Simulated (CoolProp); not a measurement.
Octamethyltrisiloxane (MDM) at 548.91 K and 9.06 MPa is throttled through a valve to 4.14 MPa with no heat exchange. Each further row changes one setting.

Computed with CoolProp (reference Helmholtz-energy equation of state, Thol 2017).

```tsv
case	temperature change (K)	final density (kg/m³)
as stated	-0.9	534
outlet pressure 1.24 MPa	-4.2	468
outlet pressure 5.38 MPa	-0.5	550
```
